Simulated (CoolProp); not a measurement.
Vapour pressure (MPa) of ethylene: the reference equation beside estimates from Tc = 9.2 °C, pc = 5.042 MPa, ω = 0.087.

The numbers come from the reference Helmholtz-energy equation of state, Smukala 2000 in CoolProp.

| T (°C) | reference | Lee-Kesler | van der Waals |
|---|---|---|---|
| -84.55 | 0.2769 | 0.2764 | (withheld) |
| -81.25 | 0.3219 | 0.3216 | 0.8680 |
| -78.05 | 0.3706 | 0.3704 | 0.9457 |
| -74.75 | 0.4263 | 0.4263 | 1.030 |
| -71.55 | 0.4861 | 0.4863 | 1.117 |
| -68.25 | 0.5540 | 0.5545 | 1.212 |
| -65.05 | 0.6263 | 0.6269 | 1.308 |
| -61.75 | 0.7078 | (withheld) | (withheld) |
| -58.55 | 0.7940 | 0.7951 | 1.518 |
| -55.25 | 0.8908 | (withheld) | 1.633 |
| -52.05 | 0.9925 | 0.9936 | 1.749 |

Problem. Complete the blanks.

Solution. 
- -84.55, van der Waals: 0.7924
- -61.75, Lee-Kesler: 0.7087
- -61.75, van der Waals: 1.412
- -55.25, Lee-Kesler: 0.8919

Absolute difference from the reference over all 11 rows, mean and median: Lee-Kesler 0.1 and 0.1 %, van der Waals 123.7 and 118.8 %.
